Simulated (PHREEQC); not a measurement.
Model water analysis in mmol/kgw, 3.8 °C, pH 5.5, pe 12.8: Na 2.4; K 0.216; Ca 0.341; Mg 0.192; Cl 0.412; S(6) 0.825; Alkalinity (meq/kgw) 1.59; Sr 0.00115; Cu(2) 0.000471.

Valence states are taken as typed.

Equilibrium calculation in PHREEQC: ion-association model, phreeqc.dat.

Task: The ionic strength comes out as 0.00488 mol/kgw. What activity coefficients do Sr+2, H+, Cl-, Mg+2, Ca+2 get?

Result: Sr+2 0.75, H+ 0.94, Cl- 0.93, Mg+2 0.76, Ca+2 0.75.

This is a speciation only: nothing precipitates in the calculation. Away from 25 °C the constants follow the database's enthalpies or fits; those with neither stay at their 25 °C values.
